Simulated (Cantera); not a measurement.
Charge: 1 mol SiH₄, 0.18 mol C₃H₈, 3.4 mol H₂, at 0.00520 bar.

Equilibrium computed with Cantera from the NASA thermochemical tables; the gas is ideal and each condensed phase is pure. Candidate condensed phases: C, C₆H₆, C₇H₈, C₈H₁₈, Si, SiC; 87 gas species. Mutual solubility and eutectic melting of coexisting phases are not modelled. Gases not in the tables: Si₂H₆ and higher silanes. Rates play no part.

log p: log10 of the partial pressure in bar; n: condensed amount in mol.

| T (K) | log p H₂ | log p H | log p Si | log p SiC₂ | log p Si₂C | log p C₂H₂ (acetylene) | log p SiH | n Si(l) | n SiC(s) | n C(graphite) |
|---|---|---|---|---|---|---|---|---|---|---|
| 1875 | -2.29 | -4.33 | -5.04 | -9.65 | -6.85 | … | -6.22 | 0.448 | 0.540 | 0 |
| 1950 | -2.29 | -4.09 | -4.62 | -8.80 | -6.28 | … | -5.89 | 0.428 | 0.539 | 0 |
| 2025 | -2.30 | -3.87 | -4.23 | -8.01 | -5.75 | … | -5.58 | 0.382 | 0.538 | 0 |
| 2100 | -2.32 | -3.66 | -3.87 | -7.28 | -5.26 | … | -5.30 | 0.275 | 0.533 | 0 |
| 2175 | -2.34 | -3.48 | -3.54 | -6.60 | -4.81 | … | -5.04 | 0.0384 | 0.519 | 0 |
| 2250 | -2.36 | -3.31 | -3.50 | -5.70 | -4.66 | … | -5.08 | 0 | 0.504 | 0 |
| 2325 | -2.39 | -3.15 | -3.49 | -4.83 | -4.55 | … | -5.14 | 0 | 0.444 | 0 |
| 2400 | -2.44 | -3.02 | -3.39 | -4.11 | -4.35 | … | -5.12 | 0 | 0.140 | 0.0283 |

Q: Some entries are withheld; supply them.

A: 
- 1875, log p C₂H₂ (acetylene): -8.74
- 1950, log p C₂H₂ (acetylene): -8.24
- 2025, log p C₂H₂ (acetylene): -7.79
- 2100, log p C₂H₂ (acetylene): -7.37
- 2175, log p C₂H₂ (acetylene): -7.00
- 2250, log p C₂H₂ (acetylene): -6.09
- 2325, log p C₂H₂ (acetylene): -5.21
- 2400, log p C₂H₂ (acetylene): -4.59
